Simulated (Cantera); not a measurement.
**Transport properties of process gases**

Gas mixture: 100 % CH₄, at 4.93 atm, frozen composition.

Cantera's kinetic-theory transport with the Lennard-Jones parameters of GRI-Mech 3.0, ideal gas; thermal conductivity in the multicomponent form. The composition is frozen, though it would react at the higher temperatures.

```json
[
 {"T (K)": "400", "ρ (kg/m³)": "2.41", "cp (J/kg/K)": "2526", "μ (µPa s)": "14.4", "λ (mW/m/K)": "50.8", "Pr": "0.718", "D (cm²/s) OH": "0.111", "D (cm²/s) NO": "0.0747", "D (cm²/s) C₂H₂": "0.0608"},
 {"T (K)": "600", "ρ (kg/m³)": "1.61", "cp (J/kg/K)": "3287", "μ (µPa s)": "19.5", "λ (mW/m/K)": "88.4", "Pr": "0.725", "D (cm²/s) OH": "0.222", "D (cm²/s) NO": "0.150", "D (cm²/s) C₂H₂": "0.125"},
 {"T (K)": "800", "ρ (kg/m³)": "1.21", "cp (J/kg/K)": "3989", "μ (µPa s)": "23.8", "λ (mW/m/K)": "130", "Pr": "0.728", "D (cm²/s) OH": "0.361", "D (cm²/s) NO": "0.245", "D (cm²/s) C₂H₂": "0.205"},
 {"T (K)": "1000", "ρ (kg/m³)": "0.965", "cp (J/kg/K)": "4589", "μ (µPa s)": "27.7", "λ (mW/m/K)": "174", "Pr": "0.730", "D (cm²/s) OH": "0.524", "D (cm²/s) NO": "0.356", "D (cm²/s) C₂H₂": "0.300"},
 {"T (K)": "1200", "ρ (kg/m³)": "0.804", "cp (J/kg/K)": "5074", "μ (µPa s)": "31.2", "λ (mW/m/K)": "217", "Pr": "0.730", "D (cm²/s) OH": "0.710", "D (cm²/s) NO": "0.483", "D (cm²/s) C₂H₂": "0.409"},
 {"T (K)": "1400", "ρ (kg/m³)": "0.689", "cp (J/kg/K)": "5468", "μ (µPa s)": "34.5", "λ (mW/m/K)": "259", "Pr": "0.730", "D (cm²/s) OH": "0.917", "D (cm²/s) NO": "0.624", "D (cm²/s) C₂H₂": "0.529"},
 {"T (K)": "1600", "ρ (kg/m³)": "0.603", "cp (J/kg/K)": "5787", "μ (µPa s)": "37.7", "λ (mW/m/K)": "299", "Pr": "0.730", "D (cm²/s) OH": "1.15", "D (cm²/s) NO": "0.779", "D (cm²/s) C₂H₂": "0.662"},
 {"T (K)": "1800", "ρ (kg/m³)": "0.536", "cp (J/kg/K)": "6047", "μ (µPa s)": "40.7", "λ (mW/m/K)": "337", "Pr": "0.730", "D (cm²/s) OH": "1.39", "D (cm²/s) NO": "0.947", "D (cm²/s) C₂H₂": "0.805"},
 {"T (K)": "2000", "ρ (kg/m³)": "0.482", "cp (J/kg/K)": "6260", "μ (µPa s)": "43.6", "λ (mW/m/K)": "373", "Pr": "0.730", "D (cm²/s) OH": "1.66", "D (cm²/s) NO": "1.13", "D (cm²/s) C₂H₂": "0.960"}
]
```
D: mixture-averaged diffusion coefficient of that species in the mixture.
